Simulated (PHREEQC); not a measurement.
## Buffer (model solution)

A solution holds 96 mmol/kgw KH2PO4 and 7.3 mmol/kgw Na2CO3, at 25 °C. Closed to the air; pH follows from the charge balance.

Model: ion-association model, wateq4f.dat, run in PHREEQC.

Precipitation was switched off in this run.

**Question.** Predict the pH.

**Answer.** pH 5.99.

**Question.** In which forms is P present?

**Answer.** H2PO4- 88 %, HPO4-2 12 %, KHPO4- 0.7 % of the P.

H3PO4, which wateq4f.dat lacks, is added to it with the constant of phreeqc.dat.
